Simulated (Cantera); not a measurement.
Boron, boron nitride and boron oxide: B2O3 + O2 + H2

Input: 1 mol B2O3, 9.4 mol O2, 0.0065 mol H2, equilibrated at 1.20 mbar.

Method: chemical equilibrium by Gibbs-energy minimisation in Cantera with the NASA 1993 tables (ideal gas, pure condensed phases). Candidate condensed phases: B, B2O3, B3O3H3, H2O; 23 gas species. The numbers say what is thermodynamically allowed, not how fast it happens.

From 1323 K to 1523 K the condensed part is B2O3(l). From 1623 K to 2323 K nothing is condensed. The main B-bearing gas is HBO2 at 1323 K and BO2 at 2323 K.

| T (K) | log p O2 | log p O | log p BO2 | log p B2O3 | log p BO | n B2O3(l) |
|---|---|---|---|---|---|---|
| 1323 | -2.92 | -8.04 | -7.22 | -6.46 | -13.17 | 0.992 |
| 1423 | -2.92 | -7.33 | -6.31 | -5.39 | -11.49 | 0.959 |
| 1523 | -2.94 | -6.73 | -5.52 | -4.46 | -10.03 | 0.703 |
| 1623 | -2.97 | -6.20 | -4.99 | -3.96 | -8.90 | 0 |
| 1723 | -2.97 | -5.73 | -4.75 | -3.98 | -8.13 | 0 |
| 1823 | -2.97 | -5.31 | -4.54 | -4.00 | -7.46 | 0 |
| 1923 | -2.98 | -4.93 | -4.35 | -4.04 | -6.87 | 0 |
| 2023 | -2.99 | -4.59 | -4.20 | -4.10 | -6.34 | 0 |
| 2123 | -3.00 | -4.29 | -4.08 | -4.17 | -5.88 | 0 |
| 2223 | -3.03 | -4.02 | -3.98 | -4.27 | -5.47 | 0 |
| 2323 | -3.06 | -3.78 | -3.92 | -4.40 | -5.11 | 0 |
log p: log10 of the partial pressure in bar; n: condensed amount in mol.
